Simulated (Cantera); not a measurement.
A closed system holds: 1 mol C₃H₈, 0.17 mol O₂, 3.7 mol N₂, at 1548.15 K and 0.683 Torr.

Cantera equilibrium calculation (NASA polynomials, part measured and part estimated; ideal gas, pure solids and liquids). Candidate condensed phases: C, C₆H₆, C₇H₈, C₈H₁₈, H₂O; 136 gas species. Kinetics and transport are ignored.

Base state: H₂ 0.497, N₂ 0.460, CO 0.0423, H 0.000721, HCN 0.000702, HNC 1.38e-5 (mole fractions); condensed: C(graphite).

**Question.** What changes in the equilibrium state with this change: temperature from 1548.15 K to 2825 K?

**Answer.** 
```json
[
 {"species": "H", "before": "0.000721", "after": "0.554"},
 {"species": "N₂", "before": "0.460", "after": "0.281"},
 {"species": "C₃", "before": "<1e-9", "after": "0.0471"},
 {"species": "H₂", "before": "0.497", "after": "0.0351"},
 {"species": "CN", "before": "6.08e-9", "after": "0.0197"},
 {"species": "HCN", "before": "0.000702", "after": "0.0144"},
 {"species": "CO", "before": "0.0423", "after": "0.0275"},
 {"species": "C", "before": "<1e-9", "after": "0.00949"},
 {"species": "C₂", "before": "<1e-9", "after": "0.00462"},
 {"species": "C₂H", "before": "<1e-9", "after": "0.00264"},
 {"species": "C₅", "before": "<1e-9", "after": "0.000491"},
 {"species": "C₄", "before": "<1e-9", "after": "9.37e-5"},
 {"species": "C(graphite), mol", "before": "2.65", "after": "0.0938"}
]
```

**Question.** What changes in the equilibrium state with this change: O₂ from 0.17 to 0.012 mol?

**Answer.** 
```
species             before     after
----------------  --------  --------
H₂                   0.497     0.517
N₂                   0.460     0.478
CO                  0.0423   0.00311
HCN               0.000702  0.000731
HNC                1.38e-5   1.43e-5
C(graphite), mol      2.65      2.97
```
